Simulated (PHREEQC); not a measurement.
## Acid mine or pickling water (model solution)

Model water analysis in mg/kgw, 50 °C, pH 1.94: Na 2540; K 127; Ca 386; Mg 930; Cl 2020; S(6) as SO4 9800.

Cl is adjusted to close the charge balance.
Valence states are taken as typed.

Equilibrium calculation in PHREEQC: Pitzer model, pitzer.dat.

The ionic strength comes out as 0.344 mol/kgw. The specific conductance comes out as 35500 µS/cm and the density is 1.001 g/cm³. The osmotic coefficient is 0.795. The total alkalinity is -49.8 meq/kg.

```tsv
species	molality	activity	log γ
Na+	0.111	0.0779	-0.152
SO4-2	0.0692	0.00994	-0.843
Cl-	0.0553	0.0372	-0.173
Mg+2	0.0383	0.00743	-0.712
HSO4-	0.0328	0.0224	-0.165
H+	0.0170	0.0115	-0.171
```

Precipitation was switched off in this run. Away from 25 °C the constants follow the database's enthalpies or fits; those with neither stay at their 25 °C values.
